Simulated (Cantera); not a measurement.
An adiabatic, constant-pressure homogeneous reactor starts with CH4 : C2H6 : C3H8 : O2 : N2 : H2O = 1 : 0.18 : 1.3 : 5.37 : 20.2 : 1.4 (molar parts), equivalence ratio 1.7, at 1725 K and 17.8 atm. Integrator tolerance rtol = 1e-08.

Computed with Cantera and GRI-Mech 3.0 (53 species, 325 reactions). GRI-Mech 3.0 was tuned for natural gas; its chemistry of propane as a main component is partial and can be far from experiment. The pressure lies above the range GRI-Mech 3.0 was tuned for (to about 10 atm).

Problem. What does this change do: pressure from 17.8 atm to 0.987 atm?

Solution. 
```csv
quantity,before,after
time of steepest temperature rise,3.06 µs,25.4 µs
temperature at 0.400 s,2893 K,2752 K
equilibrium temperature,2893 K,2752 K
x(CH4) at 0.400 s,1.62e-10 (gas-phase equilibrium 1.83e-10),<1e-12 (gas-phase equilibrium <1e-12)
x(C2H6) at 0.400 s,<1e-12 (gas-phase equilibrium <1e-12),<1e-12 (gas-phase equilibrium <1e-12)
x(C3H8) at 0.400 s,<1e-12 (gas-phase equilibrium <1e-12),<1e-12 (gas-phase equilibrium <1e-12)
x(CO2) at 0.400 s,0.0293 (gas-phase equilibrium 0.0293),0.0289 (gas-phase equilibrium 0.0289)
x(C2H2) at 0.400 s,<1e-12 (gas-phase equilibrium <1e-12),<1e-12 (gas-phase equilibrium <1e-12)
```

Problem. What does this change do: constant volume in place of constant pressure?

Solution. 
| quantity | before | after |
|---|---|---|
| time of steepest temperature rise | 3.06 µs | 2.52 µs |
| temperature at 0.400 s | 2893 K | 3171 K |
| equilibrium temperature | 2893 K | 3171 K |
| x(CH4) at 0.400 s | 1.62e-10 (gas-phase equilibrium 1.83e-10) | 3.75e-10 (gas-phase equilibrium 4.25e-10) |
| x(C2H6) at 0.400 s | <1e-12 (gas-phase equilibrium <1e-12) | <1e-12 (gas-phase equilibrium <1e-12) |
| x(C3H8) at 0.400 s | <1e-12 (gas-phase equilibrium <1e-12) | <1e-12 (gas-phase equilibrium <1e-12) |
| x(CO2) at 0.400 s | 0.0293 (gas-phase equilibrium 0.0293) | 0.0270 (gas-phase equilibrium 0.0270) |
| x(C2H2) at 0.400 s | <1e-12 (gas-phase equilibrium <1e-12) | 3.12e-12 (gas-phase equilibrium 3.35e-12) |
Above 3000 K some thermodynamic fits are extrapolated.
